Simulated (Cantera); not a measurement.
A closed system holds: 1 mol SO2, 0.35 mol H2O, 1.9 mol H2, equilibrated at 1.33 mbar.

Method: chemical equilibrium by Gibbs-energy minimisation in Cantera with the NASA 1993 tables (ideal gas, pure condensed phases). Candidate condensed phases: H2O, H2SO4, S; 19 gas species. Equilibrium is a limit: real reactors are often held back by kinetics, nucleation or transport.

x: gas mole fraction; nothing condenses.

```tsv
T (K)	x H2O	x H2	x H	x SO2	x SO	x S2	x OH	x S	x O
1850	0.391	0.325	0.00842	0.157	0.0526	0.0487	0.000748	0.00665	1.47e-5
1900	0.373	0.335	0.0126	0.158	0.0621	0.0410	0.00115	0.00886	3.25e-5
1950	0.356	0.341	0.0183	0.157	0.0718	0.0336	0.00174	0.0114	6.91e-5
2000	0.340	0.345	0.0262	0.156	0.0813	0.0267	0.00257	0.0142	0.000143
2050	0.325	0.345	0.0365	0.153	0.0900	0.0204	0.00376	0.0171	0.000287
2100	0.312	0.342	0.0499	0.150	0.0977	0.0150	0.00542	0.0199	0.000564
2150	0.299	0.335	0.0669	0.146	0.104	0.0106	0.00771	0.0224	0.00108
2200	0.287	0.325	(withheld)	0.142	0.108	(withheld)	(withheld)	0.0244	(withheld)
2250	0.272	0.310	0.113	0.136	0.112	0.00486	0.0149	0.0261	0.00376
2300	0.256	0.293	(withheld)	0.130	0.113	(withheld)	(withheld)	0.0274	(withheld)
2350	0.236	0.273	0.178	0.122	0.114	0.00218	0.0266	0.0287	0.0117
2400	0.211	0.251	0.218	0.112	0.113	0.00152	0.0337	0.0302	0.0196
```

Question: What belongs in the gaps?

Answer: 
- 2300, x H: 0.143
- 2300, x S2: 0.00324
- 2300, x OH: 0.0202
- 2300, x O: 0.00675
- 2200, x H: 0.0879
- 2200, x S2: 0.00726
- 2200, x OH: 0.0108
- 2200, x O: 0.00204
